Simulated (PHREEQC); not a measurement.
A solution holds 19 mmol/kgw CdCl2 and 7.4 mmol/kgw HCl, at 3 °C. Closed to the air; pH follows from the charge balance.

All values are PHREEQC results (ion-association model, phreeqc.dat), not measurements.

Each row changes one thing in this solution. This is a speciation only: nothing precipitates in the calculation.

```csv
case,pH,ionic strength (mol/kgw),Cl- (mol/kgw)
as made,2.19,0.0404,0.0329
HCl from 0.0074 to 0.0111 mol/kgw,2.02,0.0432,0.0361
HCl replaced by FeCl2 at the same molality,5.83,0.0536,0.0394
CdCl2 left out,2.17,0.00740,0.00740
0.0019 mol/kgw Fe2(SO4)3 added,2.22,0.0515,0.0334
HCl from 0.0074 to 0.074 mol/kgw,1.21,0.0981,0.0940
```

Species that the database lacks are ignored. Some of these states are supersaturated (in Hematite (slow to form), Goethite (slow to form), for instance). At this temperature some constants are extrapolated from 25 °C, and those without enthalpy data are left unchanged.
